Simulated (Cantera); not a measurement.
Input (Python, Cantera):

```python
import numpy as np
import cantera as ct

surf = ct.Interface("diamond.yaml", "diamond_100")
gas, bulk = surf.adjacent["gas"], surf.adjacent["diamond"]
k = surf.kinetics_species_index(bulk.species_names[0])
cover = ["c6HH", "c6H*", "c6*H", "c6**", "c6HM", "c6B"]

rows, drift = [], 0.0
print(f"{'xH':>10s}{'um/h':>11s}" + "".join(f"{s:>11s}" for s in cover))
for v in [0.0001, 0.00022, 0.00049, 0.0011, 0.0024, 0.0052, 0.011, 0.025, 0.056]:
    T, P, xH, xCH3 = 1173, 2900, v, 0.00026
    gas.TPX = T, P, {"H": xH, "CH3": xCH3, "CH4": 0.02, "H2": 1 - xH - xCH3 - 0.02}
    surf.TP = bulk.TP = T, P
    surf.coverages = "c6H*:0.1, c6HH:0.9"
    surf.advance_coverages(100.0)
    before = surf.coverages
    surf.advance_coverages(100.0)
    drift = max(drift, np.max(np.abs(surf.coverages - before) / (surf.coverages + 1e-9)))
    rate = surf.net_production_rates[k] * bulk.mean_molecular_weight / bulk.density * 3.6e9
    rows.append([rate, *surf[cover].coverages])
    print(f"{v:10.4g}{rate:11.4e}" + "".join(f"{x:11.3e}" for x in rows[-1][1:]))
```

Output:

```
        xH       um/h       c6HH       c6H*       c6*H       c6**       c6HM        c6B
    0.0001 9.9706e-02  6.048e-01  2.628e-02  3.552e-01  4.708e-03  2.732e-03  2.706e-10
   0.00022 2.2953e-01  5.353e-01  3.068e-02  4.146e-01  9.408e-03  3.468e-03  6.228e-10
   0.00049 4.5172e-01  4.937e-01  3.316e-02  4.480e-01  1.521e-02  4.066e-03  1.226e-09
    0.0011 8.1680e-01  4.719e-01  3.437e-02  4.643e-01  2.035e-02  4.381e-03  2.216e-09
    0.0024 1.4068e+00  4.617e-01  3.492e-02  4.717e-01  2.368e-02  4.297e-03  3.817e-09
    0.0052 2.3467e+00  4.572e-01  3.521e-02  4.754e-01  2.556e-02  3.789e-03  6.368e-09
     0.011 3.5962e+00  4.555e-01  3.541e-02  4.775e-01  2.654e-02  2.952e-03  9.758e-09
     0.025 5.0678e+00  4.551e-01  3.562e-02  4.790e-01  2.710e-02  1.905e-03  1.375e-08
     0.056 6.2299e+00  4.552e-01  3.589e-02  4.798e-01  2.741e-02  1.065e-03  1.691e-08
```

Computed with Cantera and the Harris–Goodwin 1993 mechanism for the reconstructed diamond (100) surface.
